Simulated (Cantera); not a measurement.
A Cantera script and its output.

```python
import numpy as np
import cantera as ct

gas = ct.Solution("gri30.yaml", transport_model="mixture-averaged")
show = ['CH4', 'H2O', 'C2H2']

rows = []
print(f"{'T/K':>7s}{'rho':>11s}{'cp':>10s}{'mu':>11s}{'lambda':>11s}{'Pr':>7s}" + "".join(f"{'D_' + s:>11s}" for s in show))
for T in [400, 600, 800, 1000, 1200, 1400]:
    gas.TPX = T, 140000, {'N2O': 0.14, 'NO': 0.88}
    Pr = gas.cp_mass * gas.viscosity / gas.thermal_conductivity
    D = [gas.mix_diff_coeffs_mole[gas.species_index(s)] for s in show]
    rows.append([gas.density, gas.cp_mass, gas.viscosity, gas.thermal_conductivity, Pr, *D])
    print(f"{T:7g}{gas.density:11.4e}{gas.cp_mass:10.1f}{gas.viscosity:11.4e}"
          f"{gas.thermal_conductivity:11.4e}{Pr:7.3f}" + "".join(f"{d:11.4e}" for d in D))
print("SI units: kg/m3, J/kg/K, Pa s, W/m/K, m2/s")
```

Output:

```
    T/K        rho        cp         mu     lambda     Pr      D_CH4      D_H2O     D_C2H2
    400 1.3440e+00     993.2 2.2490e-05 3.1353e-02  0.712 2.5741e-05 2.7036e-05 1.9159e-05
    600 8.9603e-01    1052.4 3.0087e-05 4.4491e-02  0.712 5.2018e-05 5.7747e-05 3.9138e-05
    800 6.7202e-01    1111.1 3.6629e-05 5.6921e-02  0.715 8.4833e-05 9.7000e-05 6.4162e-05
   1000 5.3762e-01    1155.8 4.2517e-05 6.8548e-02  0.717 1.2350e-04 1.4369e-04 9.3676e-05
   1200 4.4801e-01    1184.8 4.7949e-05 7.9443e-02  0.715 1.6756e-04 1.9708e-04 1.2731e-04
   1400 3.8401e-01    1208.6 5.3038e-05 8.9700e-02  0.715 2.1667e-04 2.5667e-04 1.6480e-04
SI units: kg/m3, J/kg/K, Pa s, W/m/K, m2/s
```

Detailed kinetics in Cantera: GRI-Mech 3.0 (53 species, 325 reactions). The composition is frozen, though it would react at the higher temperatures.
